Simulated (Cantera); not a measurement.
**Pyrogenic steam for wet oxidation**

An isothermal, constant-pressure homogeneous reactor starts with H2 : O2 : N2 = 0.41 : 1 : 1.1 (molar parts), at 1225 K and 0.133 bar.

Cantera simulation using the H2/O2 subset of GRI-Mech 3.0, which has no nitrogen chemistry; the numbers are that mechanism's predictions, not measurements. The temperature is held fixed by assumption; the heat of reaction is taken as removed at once.

```csv
t (s),x H2,x O2,x O,x H2O2,x OH
0.000900,0.00170,0.341,0.00478,2.12e-6,0.00286
0.00161,0.000458,0.344,0.00124,1.37e-6,0.00141
0.00290,0.000122,0.344,0.000330,7.48e-7,0.000723
0.00520,3.55e-5,0.345,0.000101,3.90e-7,0.000402
0.00932,1.16e-5,0.345,3.56e-5,2.04e-7,0.000240
0.0167,4.34e-6,0.345,1.43e-5,1.09e-7,0.000152
0.0300,1.80e-6,0.345,6.29e-6,5.90e-8,0.000101
0.0538,8.09e-7,0.345,2.97e-6,3.23e-8,6.94e-5
0.0965,3.87e-7,0.345,1.47e-6,1.79e-8,4.88e-5
0.173,1.94e-7,0.345,7.54e-7,9.99e-9,3.49e-5
0.311,1.01e-7,0.345,3.99e-7,5.64e-9,2.54e-5
0.557,5.53e-8,0.345,2.20e-7,3.27e-9,1.88e-5
1.00,3.25e-8,0.345,1.29e-7,2.01e-9,1.44e-5
```
x: mole fraction; the columns are a selection and need not sum to one.

Equilibrium at this temperature and pressure: H2 1.77e-8, O2 0.345, O 6.81e-8, H2O2 1.14e-9, OH 1.05e-5 (gas phase only).
